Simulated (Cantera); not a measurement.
## Catalytic combustion on Pt

An isothermal plug-flow reactor at 948 K and 140000 Pa (inlet), inlet velocity 1.1 m/s, active area per volume 1900 1/m; feed CO : O2 : N2 : H2O = 0.0022 : 0.11 : 0.79 : 0.09 (molar parts).

Detailed kinetics in Cantera: Deutschmann's 1995 Pt surface mechanism with GRI-Mech 3.0 gas chemistry. Catalytic surfaces can have several steady states; this one follows from the mechanism file's or the stated starting coverage. Mass transfer to the wall is taken as infinitely fast.

| z (m) | x CO | x O2 | x H2O | x CO2 | θ free Pt | θ O* | θ OH* |
|---|---|---|---|---|---|---|---|
| 4.9e-05 | 0.00128 | 0.110 | 0.0907 | 0.000934 | 0.135 | 0.858 | 0.00661 |
| 8.1e-05 | 0.000924 | 0.110 | 0.0908 | 0.00130 | 0.132 | 0.861 | 0.00655 |
| 0.00014 | 0.000517 | 0.110 | 0.0908 | 0.00170 | 0.129 | 0.864 | 0.00649 |
| 0.00023 | 0.000220 | 0.110 | 0.0908 | 0.00200 | 0.127 | 0.867 | 0.00645 |
| 0.00038 | 5.50e-5 | 0.110 | 0.0908 | 0.00216 | 0.126 | 0.868 | 0.00642 |
| 0.00063 | 5.57e-6 | 0.110 | 0.0908 | 0.00221 | 0.125 | 0.868 | 0.00642 |
| 0.001 | 1.89e-7 | 0.110 | 0.0908 | 0.00222 | 0.125 | 0.868 | 0.00642 |
| 0.0017 | 3.15e-10 | 0.110 | 0.0908 | 0.00222 | 0.125 | 0.868 | 0.00642 |
| 0.0029 | <1e-12 | 0.110 | 0.0908 | 0.00222 | 0.125 | 0.868 | 0.00642 |
| 0.0049 | <1e-12 | 0.110 | 0.0908 | 0.00222 | 0.125 | 0.868 | 0.00642 |
x: gas mole fraction; θ: surface coverage.
